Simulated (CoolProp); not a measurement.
Vapour-liquid equilibrium of n-hexane (1) + n-decane (2) at 0.132 MPa; x and y are mole fractions of (1).

Model: multi-fluid Helmholtz-energy mixture model, Thol 2019 and Lemmon 2006; pair parameters Kunz 2012, in CoolProp.

Q: Give the bubble temperature and the first vapour's composition at x = 0.05, 0.65, 0.725. Is there an azeotrope?

A: x = 0.05: 170.8 °C, y = 0.313; x = 0.65: 93.2 °C, y = 0.979; x = 0.725: 89.0 °C, y = 0.986. No azeotrope shows between x = 0.05 and 0.95.

Pair parameters are fitted to limited data, so mixtures are less certain than the pure fluids.
